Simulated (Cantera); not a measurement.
## HMDSO + CO2 (silicon oxide and oxynitride deposition)

Feed: 1 mol HMDSO, 0.36 mol CO2, equilibrated at 133 Pa.

Equilibrium computed with Cantera from the NASA thermochemical tables; the gas is ideal and each condensed phase is pure. Candidate condensed phases: C, C6H6, C7H8, C8H18, H2O, Si, SiC, SiO2; 123 gas species. The feed counts by its element totals alone. Mutual solubility and eutectic melting of coexisting phases are not modelled. The tables hold silica as quartz up to 1696 K and as liquid above; real silica turns to tridymite and cristobalite and melts near 1996 K. Rates play no part.

| T (K) | x H2 | x CH4 | x CO | x SiO | x H | x H2O | n C(graphite) | n SiC(s) | n SiO2(α-quartz) | n SiO2(β-quartz) |
|---|---|---|---|---|---|---|---|---|---|---|
| 550 | 0.713 | 0.287 | <1e-12 | <1e-12 | <1e-12 | <1e-12 | 3.21 | 1.14 | 0.860 | 0 |
| 625 | 0.943 | 0.0573 | <1e-12 | <1e-12 | <1e-12 | <1e-12 | 4.73 | 1.14 | 0.860 | 0 |
| 700 | 0.989 | 0.0111 | 1.32e-11 | <1e-12 | <1e-12 | 7.47e-12 | 5.12 | 1.14 | 0.860 | 0 |
| 775 | 0.997 | 0.00271 | 2.19e-9 | <1e-12 | 2.71e-11 | 1.31e-10 | 5.20 | 1.14 | 0.860 | 0 |
| 850 | 0.999 | 0.000828 | 1.45e-7 | 2.19e-12 | 5.61e-10 | 1.36e-9 | 5.21 | 1.14 | 0 | 0.860 |
| 925 | 1.000 | 0.000302 | 4.81e-6 | 1.82e-10 | 7.13e-9 | 9.52e-9 | 5.22 | 1.14 | 0 | 0.860 |
| 1000 | 1.000 | 0.000127 | 9.36e-5 | 7.71e-9 | 6.21e-8 | 4.93e-8 | 5.22 | 1.14 | 0 | 0.860 |
| 1075 | 0.999 | 6.00e-5 | 0.00120 | 1.92e-7 | 4.02e-7 | 2.02e-7 | 5.20 | 1.15 | 0 | 0.855 |
| 1150 | 0.989 | 3.05e-5 | 0.0109 | 3.13e-6 | 2.03e-6 | 6.76e-7 | 5.07 | 1.19 | 0 | 0.810 |
| 1225 | 0.924 | 1.50e-5 | 0.0758 | 3.60e-5 | 8.21e-6 | 1.84e-6 | 4.11 | 1.51 | 0 | 0.491 |
| 1300 | 0.840 | 7.39e-6 | 0.160 | 0.000119 | 2.78e-5 | 1.64e-6 | 2.64 | 2.00 | 0 | 0 |
| 1375 | 0.839 | 4.68e-6 | 0.160 | 0.000177 | 8.60e-5 | 8.25e-7 | 2.64 | 2.00 | 0 | 0 |
x: gas mole fraction; n: condensed amount in mol.

From 550 K to 775 K the condensed part is C(graphite) + SiC(s) + SiO2(α-quartz). From 850 K to 1225 K the condensed part is C(graphite) + SiC(s) + SiO2(β-quartz). From 1300 K to 1375 K the condensed part is C(graphite) + SiC(s).
